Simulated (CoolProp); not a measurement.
The numbers come from the reference Helmholtz-energy equation of state, Thol 2014 in CoolProp.

Give the vapour pressure (MPa), liquid density (kg/m³), vapour density (kg/m³), liquid cp (kJ/(kg K)) of saturated diethyl ether at 360, 401.8 K.


```
T (K)  p (MPa)  liquid density (kg/m³)  vapour density (kg/m³)  liquid cp (kJ/(kg K))
-----  -------  ----------------------  ----------------------  ---------------------
360      0.479                     629                    13.6                   2.59
401.8     1.20                     561                    35.1                   2.87
```
